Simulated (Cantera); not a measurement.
# CHF3 + Si + H2 + CH4 (fluorocarbon and chlorocarbon gases)

Feed: 1 mol CHF3, 0.017 mol Si, 0.68 mol H2, 0.024 mol CH4, held at 1877 °C and 6100 Pa.

Cantera equilibrium calculation (NASA polynomials, part measured and part estimated; ideal gas, pure solids and liquids). Candidate condensed phases: C, C6H6, C7H8, C8H18, Si, SiC; 113 gas species. Gases not in the tables: C2F6 and larger saturated fluorocarbons. Kinetics and transport are ignored.

```json
{
  "x(HF)": "0.926",
  "x(CF4)": "0.0284",
  "x(CF2)": "0.0241",
  "x(F)": "0.0143",
  "x(SiF4)": "0.00640",
  "x(CF3)": "0.00104",
  "x(CF)": "0.000132",
  "x(H)": "1.37e-5",
  "x(CHF3)": "4.95e-6",
  "n(C(graphite))": "0.882 mol",
  "gas_amount": "2.653 mol",
  "log10 activity of Si(l) (absent)": "-17.28"
}
```
